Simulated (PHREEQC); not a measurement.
A PHREEQC input (ion-association model, phreeqc.dat):

```
SOLUTION 1
  temp 25
  units mg/kgw
  pH 6.09
  pe 12.1
  Na 0.0121
  K 9.37e-06
  Ca 0.0532
  Mg 0.0178
  Cl 0.0405
  S(6) 0.0144 as SO4
  Alkalinity 0.194 as HCO3
  Ba 0.013
  Cd 0.00968
END
USE solution 4
EQUILIBRIUM_PHASES 1
  CO2(g) -2.5 10
END
```

It stops with these messages:

```
ERROR: Solution 4 not found.
```

The fault: USE names a solution that was never defined. The line should read `USE solution 1` where the input has `USE solution 4`. With the mend the run ends at pH 5.26 and ionic strength 1.27e-5 mol/kgw.
